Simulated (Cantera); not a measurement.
**Al + Cl₂ + N₂ (aluminium and copper etching)**

Charge: 1 mol Al, 2.4 mol Cl₂, a varied amount of N₂, at 573 K and 0.133 bar.

Method: chemical equilibrium by Gibbs-energy minimisation in Cantera with the NASA 1993 tables (ideal gas, pure condensed phases). Candidate condensed phases: Al, AlCl₃, AlN; 11 gas species. Kinetics and transport are ignored.

From 0.2 mol N₂ to 12 mol N₂ nothing is condensed. The main Al-bearing gas is Al₂Cl₆ throughout.

| n(N₂) (mol) | x N₂ | x Cl₂ | x Al₂Cl₆ | x AlCl₃ | x Cl |
|---|---|---|---|---|---|
| 0.2 | 0.124 | 0.556 | 0.298 | 0.0226 | 1.25e-8 |
| 0.28 | 0.165 | 0.530 | 0.283 | 0.0221 | 1.22e-8 |
| 0.4 | 0.220 | 0.495 | 0.264 | 0.0213 | 1.18e-8 |
| 0.56 | 0.283 | 0.455 | 0.242 | 0.0204 | 1.13e-8 |
| 0.79 | 0.357 | 0.407 | 0.216 | 0.0193 | 1.07e-8 |
| 1.1 | 0.436 | 0.357 | 0.189 | 0.0180 | 1.00e-8 |
| 1.6 | 0.529 | 0.298 | 0.157 | 0.0164 | 9.17e-9 |
| 2.2 | 0.607 | 0.248 | 0.130 | 0.0150 | 8.37e-9 |
| 3.1 | 0.684 | 0.199 | 0.104 | 0.0133 | 7.49e-9 |
| 4.3 | 0.750 | 0.157 | 0.0813 | 0.0118 | 6.66e-9 |
| 6.1 | 0.809 | 0.119 | 0.0612 | 0.0103 | 5.81e-9 |
| 8.6 | 0.856 | 0.0896 | 0.0454 | 0.00883 | 5.03e-9 |
| 12 | 0.892 | 0.0669 | 0.0334 | 0.00757 | 4.35e-9 |
x: gas mole fraction; nothing condenses.
